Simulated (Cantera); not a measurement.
A closed system holds: 1 mol CH₃SiH₃, 2.2 mol CH₄, 3.6 mol H₂, equilibrated at 1323.15 K and 10.0 mbar.

Cantera equilibrium calculation (NASA polynomials, part measured and part estimated; ideal gas, pure solids and liquids). Candidate condensed phases: C, C₆H₆, C₇H₈, C₈H₁₈, Si, SiC; 87 gas species. The feed counts by its element totals alone. Equilibrium is a limit: real reactors are often held back by kinetics, nucleation or transport.

Base state: H₂ 1.000, CH₄ 6.79e-5, H 1.59e-5 (mole fractions); condensed: C(graphite) + SiC(s).

**Question.** What changes in the equilibrium state with this change: CH₃SiH₃ replaced by (CH₃)₂SiCl₂?

**Answer.** 
```tsv
species	before	after
H₂	1.000	0.834
HCl	0	0.166
SiCl₂	0	0.000300
SiCl₃	0	4.96e-5
SiCl₄	0	4.49e-5
C(graphite), mol	2.20	3.20
SiC(s), mol	1.00	0.995
```
The tables' values for SiCl₃ are old estimates; treat these amounts as uncertain.
